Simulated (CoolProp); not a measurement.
Vapour-liquid equilibrium of R22 (1) + ethanol (2) at 283.7 K; x and y are mole fractions of (1).

The numbers come from the multi-fluid Helmholtz-energy mixture model, Kamei 1995 and Schroeder 2014; pair parameters Bell 2016 in CoolProp.

```csv
x,bubble pressure (MPa),y at the bubble point,dew pressure at overall composition x (MPa),liquid density (mol/L)
0.05,0.05964,0.947,0.003434,…
0.15,…,0.983,0.003838,17.09
0.25,0.2909,…,0.004350,16.91
0.35,…,0.993,0.005018,16.72
0.45,0.4538,0.995,0.005928,16.49
0.55,0.5025,0.995,0.007241,16.23
0.65,…,0.996,0.009301,15.93
0.75,0.5683,0.997,0.01300,…
0.85,0.6045,0.997,0.02158,15.16
0.95,0.6566,0.999,0.06349,14.67
```

Q: Fill in the missing entries.

A: 
- 0.05, liquid density (mol/L): 17.24
- 0.15, bubble pressure (MPa): 0.1785
- 0.25, y at the bubble point: 0.990
- 0.35, bubble pressure (MPa): 0.3842
- 0.65, bubble pressure (MPa): 0.5376
- 0.75, liquid density (mol/L): 15.58

No azeotrope shows between x = 0.05 and 0.95.

The pair parameters rest on a limited set of measurements; away from them the model extrapolates. With so large a gap from Raoult's law the liquid may split in two, which this calculation doesn't test in full.
